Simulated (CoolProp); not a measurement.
Vapour-liquid equilibrium of CF4 (R14) (1) + R13 (2) at 0.134 MPa; x and y are mole fractions of (1).

Computed with CoolProp (multi-fluid Helmholtz-energy mixture model, Platzer 1990 and Platzer 1990; pair parameters Bell 2016). This equation is an older, rougher fit; its heat capacities, sound speeds and derivatives of the liquid may be far off and weren't checked against measurements.

**Question.** Give the bubble temperature and the first vapour's composition at x = 0.15, 0.45, 0.55. Is there an azeotrope?

**Answer.** x = 0.15: 174.0 K, y = 0.764; x = 0.45: 159.2 K, y = 0.943; x = 0.55: 156.7 K, y = 0.959. No azeotrope shows between x = 0.05 and 0.95.

The pair parameters rest on a limited set of measurements; away from them the model extrapolates.
